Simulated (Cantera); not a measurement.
Premixed flame

A freely propagating, adiabatic, planar premixed flame of 12.8 % CH4, 18.3 % O2, 68.8 % N2, unburnt at 323 K and 1.01 bar; mixture-averaged transport, grid criteria slope 0.08 and curve 0.16, no radiation.

Detailed kinetics in Cantera: GRI-Mech 3.0 (53 species, 325 reactions). Burning velocities carry a grid error of a few per cent, more on coarse grids.

```
z (mm)  T (K)  u (m/s)     x CH4      x O2       x H    x CH2O     x CO2    x NO2
------  -----  -------  --------  --------  --------  --------  --------  -------
-2.79     323    0.167     0.128     0.183     <1e-8   1.76e-8   1.09e-7    <1e-8
-1.86     327    0.170     0.127     0.182     <1e-8   8.32e-7   5.12e-6    <1e-8
-1.40     346    0.181     0.125     0.180     <1e-8   7.96e-6   4.89e-5  4.55e-8
-0.931    479    0.254     0.115     0.169     <1e-8  0.000113  0.000720  4.40e-7
-0.465    986    0.536    0.0764     0.122   8.39e-6  0.000768   0.00662  5.92e-7
-0.233   1386    0.763    0.0433    0.0767  0.000117  0.000864    0.0144  1.13e-7
0        1748    0.972    0.0129    0.0295  0.000967  0.000349    0.0253    <1e-8
0.233    1911     1.07   0.00249   0.00706   0.00204   8.91e-5    0.0343    <1e-8
0.465    1958     1.09  0.000695   0.00160   0.00215   2.52e-5    0.0394    <1e-8
0.931    1980     1.10  0.000158  0.000121   0.00172   4.32e-6    0.0434    <1e-8
1.86     1988     1.10   3.86e-5   8.09e-6   0.00124   7.18e-7    0.0450    <1e-8
3.72     1992     1.11   9.43e-6   3.25e-6  0.000905   1.20e-7    0.0452    <1e-8
7.44     1994     1.11   1.79e-6   1.67e-6  0.000654   1.67e-8    0.0451    <1e-8
```
x: mole fraction of selected species; z is measured from the peak of heat release.

```yaml
laminar_burning_velocity: 16.7 cm/s
thermal_thickness: 0.931 mm
peak x(H): 0.00219
peak x(CH2O): 0.000920
grid_points: 139
```
